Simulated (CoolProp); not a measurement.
Saturation properties of R142b.

Model: reference Helmholtz-energy equation of state, Lemmon 2006, in CoolProp. It is a short technical equation, of lower accuracy than the large ones.

```
T (K)  p (MPa)  liquid density (kg/m³)  vapour density (kg/m³)  liquid viscosity (µPa s)  liquid conductivity (mW/(m K))
-----  -------  ----------------------  ----------------------  ------------------------  ------------------------------
313.8   0.5322                    1070                   23.49                       195                            76.0
317.9   0.5947                    1059                   26.20                       187                            74.6
321.9   0.6608                    1048                   29.10                       179                            73.3
325.9   0.7321                    1036                   32.25                       171                            71.9
330     0.8111                    1024                   35.77                       164                            70.6
334     0.8940                    1012                   39.52                       157                            69.3
338     0.9831                  1000.0                   43.59                       151                            68.0
342.1    1.081                   987.0                   48.15                       144                            66.7
346.1    1.183                   973.9                   52.99                       138                            65.5
350.1    1.293                   960.4                   58.28                       132                            64.2
```

It boils at 264.0 K under 1 atm.

Viscosity comes from a separate model (Huber 2003), an estimate that may be off by 10 % or more. Thermal conductivity comes from a separate model (Huber 2003), an estimate that may be off by 10 % or more.
